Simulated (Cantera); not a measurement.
Standard-state values (1 bar) from the NASA 1993 polynomials, evaluated with Cantera. Values are per mole of reaction as written; species without (g) are pure solids or liquids, kept so even where they would boil at 1 bar.

**Question.** Between 2323 and 2523 K, where is each reaction favourable under standard conditions?
- SiH2Cl2(g) = Si + Cl2(g) + 2 H(g)
- 4 SiHCl3(g) = SiH4(g) + 3 Si + 12 Cl(g)

**Answer.** 
- SiH2Cl2(g) = Si + Cl2(g) + 2 H(g): ΔG° is 257 kJ at 2323 K and 208 kJ at 2523 K; it stays positive (K < 1). ΔH° is 829 kJ and ΔS° 246 J/K at 2523 K.
- 4 SiHCl3(g) = SiH4(g) + 3 Si + 12 Cl(g): ΔG° is 1008 kJ at 2323 K and 778 kJ at 2523 K; it stays positive (K < 1). ΔH° is 3686 kJ and ΔS° 1153 J/K at 2523 K.
